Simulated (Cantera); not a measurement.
A freely propagating, adiabatic, planar premixed flame of H2 : O2 : N2 = 1 : 0.735 : 2.76 (molar parts), equivalence ratio 0.68, unburnt at 575 K and 1.01 bar; mixture-averaged transport, grid criteria slope 0.08 and curve 0.16, no radiation.

Cantera simulation using the H2/O2 subset of GRI-Mech 3.0, which has no nitrogen chemistry; the numbers are that mechanism's predictions, not measurements. Burning velocities carry a grid error of a few per cent, more on coarse grids. Lean hydrogen flames are cellular in practice and burn faster than this planar one.

**Question.** Predict: laminar burning velocity; thermal thickness; peak x(HO2); peak x(O); peak x(H2O2).

**Answer.** 
- laminar burning velocity = 468 cm/s
- thermal thickness = 0.423 mm
- peak x(HO2) = 0.000318
- peak x(O) = 0.0129
- peak x(H2O2) = 2.22e-5
